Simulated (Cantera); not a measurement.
An isothermal, constant-pressure homogeneous reactor starts with 2.72 % H₂, 97.3 % O₂, at 1473 K and 0.00128 atm.

Cantera simulation using GRI-Mech 3.0 (53 species, 325 reactions); the numbers are that mechanism's predictions, not measurements. Radical loss at walls, strong at low pressure, is not modelled.

### Question
Predict: x(H₂) at 20.0 s; x(O₂) at 20.0 s; x(H₂O) at 20.0 s; x(OH) at 20.0 s; x(H₂O₂) at 20.0 s; x(O) at 20.0 s; x(H) at 20.0 s.

### Answer
| Property | Value |
|---|---|
| x(H₂) at 20.0 s | 0.000125 (gas-phase equilibrium 1.02e-6) |
| x(O₂) at 20.0 s | 0.961 (gas-phase equilibrium 0.972) |
| x(H₂O) at 20.0 s | 0.0257 (gas-phase equilibrium 0.0275) |
| x(OH) at 20.0 s | 0.00275 (gas-phase equilibrium 0.000250) |
| x(H₂O₂) at 20.0 s | 1.59e-9 (gas-phase equilibrium 1.73e-10) |
| x(O) at 20.0 s | 0.00992 (gas-phase equilibrium 7.68e-5) |
| x(H) at 20.0 s | 0.000512 (gas-phase equilibrium 3.57e-7) |
